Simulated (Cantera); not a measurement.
Cantera run:

```python
import numpy as np
import cantera as ct

gas_names = """
    F FO FO2 F2 F2O H HF HOF HO2 H2 H2F2 H2O H2O2 H3F3 H4F4 H5F5 H6F6 H7F7 O OH O2 O3
""".split()
cond_names = """
    H2O(s) H2O(L)
""".split()


# ... load() reads the species with a 1 bar reference pressure and builds the phases ...
atoms = {
    'HF': {'H': 1, 'F': 1},
    'H2O': {'H': 2, 'O': 1},
    'O2': {'O': 2},
}
top_T = {}  # K; cautious upper limits of use, not melting points


# ... equilibrate(T, P, feed) seeds the gas with the atoms and calls Mixture.equilibrate('TP', solver="vcs", rtol=1e-11, max_steps=5000) ...
results = []
feed = {'HF': 1, 'H2O': 0.035, 'O2': 1.1}  # mol
P = 240000  # Pa
for T in [2898, 2948, 2998, 3048, 3098, 3148, 3198, 3248, 3298, 3348, 3398, 3448, 3498, 3548]:
    mix = equilibrate(T, P, feed)
    results.append((T, P, feed, dict(zip(mix.species_names, mix.species_moles))))

top = {s: max(r[3][s] / sum(r[3][g] for g in gas_names) for r in results) for s in gas_names}
cols = sorted((s for s in top if top[s] > 1e-05), key=lambda s: -top[s])[:5]
seen = [c for c in cond_names if any(r[3].get(c, 0) > 1e-12 for r in results)]
print("log10 of partial pressures in bar; condensed amounts in mol")
print(f"{'T/K':>10s}" + "".join(f"{s[:9]:>10s}" for s in cols + seen))
for T, P, feed, n in results:
    ng = sum(n[g] for g in gas_names)
    print(f"{T:10.4g}" + "".join(f"{np.log10(max(n[s] / ng * P / 1e5, 1e-99)):10.3f}" for s in cols)
          + "".join(f"{n.get(c, 0):10.4g}" for c in seen))
```

It prints:

```
log10 of partial pressures in bar; condensed amounts in mol
       T/K        O2        HF         O         F        OH
      2898     0.061     0.031    -1.073    -1.668    -1.458
      2948     0.055     0.028    -0.997    -1.595    -1.414
      2998     0.049     0.024    -0.925    -1.525    -1.373
      3048     0.041     0.019    -0.855    -1.458    -1.334
      3098     0.033     0.014    -0.788    -1.394    -1.296
      3148     0.023     0.008    -0.724    -1.333    -1.261
      3198     0.012     0.001    -0.663    -1.275    -1.227
      3248    -0.000    -0.007    -0.605    -1.219    -1.195
      3298    -0.014    -0.015    -0.549    -1.166    -1.166
      3348    -0.029    -0.024    -0.496    -1.116    -1.138
      3398    -0.046    -0.034    -0.445    -1.067    -1.113
      3448    -0.064    -0.045    -0.397    -1.021    -1.089
      3498    -0.085    -0.057    -0.352    -0.977    -1.069
      3548    -0.107    -0.070    -0.309    -0.935    -1.050
```

Equilibrium computed with Cantera from the NASA thermochemical tables; the gas is ideal and each condensed phase is pure.
